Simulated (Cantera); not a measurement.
A Cantera script and what it prints.

```python
import numpy as np
import cantera as ct

gas_names = """
    Cr CrN CrO CrO2 CrO3 H HNO HNO2 HNO3 HO2 H2 H2O H2O2 N NH NH2 NH3 NH2OH NO NO2 NO3 N2 N2H2 N2H4 N2O
    O OH O2 O3
""".split()
cond_names = """
    Cr(cr) Cr(L) CrN(s) Cr2N(s) Cr2O3(s) Cr2O3(L) H2O(s) H2O(L)
""".split()


# ... load() reads the species with a 1 bar reference pressure and builds the phases ...
atoms = {
    'Cr': {'Cr': 1},
    'N2O': {'N': 2, 'O': 1},
    'H2': {'H': 2},
}
top_T = {'CrN(s)': 1900, 'Cr2N(s)': 1900}  # K; cautious upper limits of use, not melting points


# ... equilibrate(T, P, feed) seeds the gas with the atoms and calls Mixture.equilibrate('TP', solver="vcs", rtol=1e-11, max_steps=5000) ...
results = []
feed = {'Cr': 1, 'N2O': 0.31, 'H2': 1.8}  # mol
P = 11  # Pa
for T in [1925, 1950, 1975, 2000, 2025, 2050, 2075, 2100, 2125, 2150, 2175]:
    mix = equilibrate(T, P, feed)
    results.append((T, P, feed, dict(zip(mix.species_names, mix.species_moles))))

top = {s: max(r[3][s] / sum(r[3][g] for g in gas_names) for r in results) for s in gas_names}
cols = sorted((s for s in top if top[s] > 0.001), key=lambda s: -top[s])[:9]
seen = [c for c in cond_names if any(r[3].get(c, 0) > 1e-12 for r in results)]
print("log10 of partial pressures in bar; condensed amounts in mol")
print(f"{'T/K':>10s}" + "".join(f"{s[:9]:>10s}" for s in cols + seen))
for T, P, feed, n in results:
    ng = sum(n[g] for g in gas_names)
    print(f"{T:10.4g}" + "".join(f"{np.log10(max(n[s] / ng * P / 1e5, 1e-99)):10.3f}" for s in cols)
          + "".join(f"{n.get(c, 0):10.4g}" for c in seen))
```

Output:

```
log10 of partial pressures in bar; condensed amounts in mol
       T/K        H2        Cr         H        N2       H2O       CrO        OH         O      CrO2  Cr2O3(s)
      1925    -4.250    -4.518    -5.145    -4.959    -5.407    -5.884    -7.365    -8.387    -7.474   0.05311
      1950    -4.272    -4.517    -5.077    -4.967    -5.300    -5.740    -7.147    -8.082    -7.205   0.03597
      1975    -4.300    -4.515    -5.014    -4.976    -5.202    -5.600    -6.937    -7.784    -6.942   0.01373
      2000    -4.321    -4.517    -4.949    -4.983    -5.160    -5.527    -6.789    -7.554    -6.810         0
      2025    -4.333    -4.522    -4.882    -4.987    -5.173    -5.520    -6.703    -7.390    -6.807         0
      2050    -4.347    -4.528    -4.818    -4.992    -5.187    -5.514    -6.619    -7.231    -6.804         0
      2075    -4.364    -4.534    -4.756    -4.997    -5.203    -5.509    -6.538    -7.076    -6.802         0
      2100    -4.382    -4.541    -4.698    -5.003    -5.222    -5.504    -6.461    -6.924    -6.801         0
      2125    -4.403    -4.549    -4.642    -5.009    -5.243    -5.501    -6.388    -6.775    -6.802         0
      2150    -4.427    -4.557    -4.589    -5.017    -5.268    -5.500    -6.318    -6.631    -6.804         0
      2175    -4.454    -4.565    -4.539    -5.024    -5.297    -5.500    -6.253    -6.491    -6.809         0
```

These are equilibrium values from Cantera (NASA tables, ideal gas, pure condensed phases), not measurements of a reactor.
